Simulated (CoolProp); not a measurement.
Vapour-liquid equilibrium of n-pentane (1) + toluene (2) at 58.85 °C; x and y are mole fractions of (1).

Values from CoolProp's multi-fluid Helmholtz-energy mixture model, Thol 2019 and Lemmon 2006; pair parameters Bell 2016.

```csv
x,"bubble pressure, mixture model (bar)","bubble pressure, Raoult's law (bar)","y, mixture model","y, Raoult's law"
0.05,…,0.2720,…,0.382
0.15,0.5765,0.4619,0.730,0.674
0.25,0.7944,0.6518,…,0.796
0.35,…,0.8417,0.870,0.863
0.45,1.160,1.032,0.901,0.906
0.55,1.323,1.221,…,0.935
0.65,1.482,1.411,0.944,0.956
0.75,1.641,1.601,0.961,0.972
0.85,1.807,1.791,0.977,0.985
0.95,1.982,1.981,…,0.996
```

Question: Complete the blanks.

Answer: 
- 0.05, bubble pressure, mixture model (bar): 0.3220
- 0.05, y, mixture model: 0.472
- 0.25, y, mixture model: 0.821
- 0.35, bubble pressure, mixture model (bar): 0.9860
- 0.55, y, mixture model: 0.925
- 0.95, y, mixture model: 0.992

The largest gap from Raoult's law is +24.8 % in bubble pressure, at x = 0.15. No azeotrope shows between x = 0.05 and 0.95.

The pair parameters rest on a limited set of measurements; away from them the model extrapolates.
